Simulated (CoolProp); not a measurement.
Vapour-liquid equilibrium of dimethyl carbonate (1) + n-heptane (2) at 134.05 °C; x and y are mole fractions of (1).

Computed with CoolProp (multi-fluid Helmholtz-energy mixture model, Zhou 2011 and Span 2003; pair parameters Bell 2016).

| x | bubble pressure, mixture model (bar) | bubble pressure, Raoult's law (bar) | y, mixture model | y, Raoult's law |
|---|---|---|---|---|
| 0.05 | 2.913 | 2.641 | 0.140 | 0.065 |
| 0.2 | 3.571 | 2.768 | (withheld) | 0.249 |
| 0.35 | (withheld) | 2.896 | 0.497 | 0.417 |
| 0.5 | 4.086 | 3.023 | 0.576 | 0.570 |
| 0.65 | (withheld) | 3.150 | (withheld) | 0.711 |
| 0.8 | 4.051 | 3.277 | (withheld) | 0.841 |
| 0.95 | 3.696 | 3.405 | 0.894 | 0.962 |

Problem. Fill in the missing entries.

Solution. 
- 0.2, y, mixture model: 0.376
- 0.35, bubble pressure, mixture model (bar): 3.922
- 0.65, bubble pressure, mixture model (bar): 4.131
- 0.65, y, mixture model: 0.644
- 0.8, y, mixture model: 0.729

The largest gap from Raoult's law is +35.4 % in bubble pressure, at x = 0.35. y crosses x between x = 0.5 and 0.65: the model has an azeotrope there.

The pair parameters rest on a limited set of measurements; away from them the model extrapolates.
